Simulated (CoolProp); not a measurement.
Vapour-liquid equilibrium of n-butane (1) + cyclohexane (2) at 6.97 bar; x and y are mole fractions of (1).

The numbers come from the multi-fluid Helmholtz-energy mixture model, Bücker 2006 and Zhou 2014; pair parameters Bell 2016 in CoolProp.

| x | bubble temperature (K) | y at the bubble point | dew temperature at overall composition x (K) | liquid density (mol/L) |
|---|---|---|---|---|
| 0.05 | 426.9 | 0.166 | 432.7 | 7.607 |
| 0.15 | 410.9 | 0.440 | 427.8 | 7.866 |
| 0.25 | 395.9 | 0.634 | 422.5 | 8.110 |
| 0.35 | 382.9 | 0.763 | 416.6 | 8.326 |
| 0.45 | 371.9 | 0.846 | 410.2 | 8.512 |
| 0.55 | 362.8 | 0.900 | 402.9 | 8.665 |
| 0.65 | 355.4 | 0.935 | 394.5 | 8.789 |
| 0.75 | 349.2 | 0.960 | 384.4 | 8.885 |
| 0.85 | 343.8 | 0.979 | 371.3 | 8.956 |
| 0.95 | 339.1 | 0.994 | 351.9 | 9.003 |

No azeotrope shows between x = 0.05 and 0.95.

The pair parameters rest on a limited set of measurements; away from them the model extrapolates.
